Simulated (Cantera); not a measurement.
**Stirred combustor or abatement burner**

A perfectly stirred reactor is fed with 10.7 % CH4, 3.85 % H2, 18.0 % O2, 67.5 % N2, equivalence ratio 1.3, at 9.90 bar; it is adiabatic with a 625 K inlet, and is followed from long to short residence time, starting on the burning branch (τ in s: 0.11, 0.043, 0.017, 0.0068, 0.0027, 0.0011, 0.00043, 0.00017, 6.7e-05, 2.7e-05).

Computed with Cantera and GRI-Mech 3.0 (53 species, 325 reactions).

```
τ (s)    T (K)     x CH4    x H2      x O2       x H    x N2O    x C2H6
-------  -----  --------  ------  --------  --------  -------  --------
0.11      2323   9.83e-6  0.0451   2.20e-5  0.000780  1.93e-8  3.78e-11
0.043     2322   2.25e-5  0.0451   3.74e-5  0.000824  2.17e-8  2.12e-10
0.017     2321   4.72e-5  0.0451   7.14e-5  0.000901  2.66e-8   1.04e-9
0.0068    2318   9.13e-5  0.0450  0.000143   0.00102  3.57e-8   4.49e-9
0.0027    2315  0.000167  0.0449  0.000294   0.00119  5.17e-8   1.77e-8
0.0011    2309  0.000288  0.0446  0.000594   0.00140  7.72e-8   6.19e-8
0.00043   2299  0.000498  0.0443   0.00124   0.00167  1.16e-7   2.17e-7
0.00017   2280  0.000876  0.0438   0.00260   0.00196  1.54e-7   7.62e-7
6.7e-5    2242   0.00175  0.0430   0.00587   0.00210  1.52e-7   3.31e-6
2.7e-5     625     0.107  0.0385     0.180    <1e-12   <1e-12    <1e-12
```
x: mole fraction; the columns are a selection and need not sum to one.
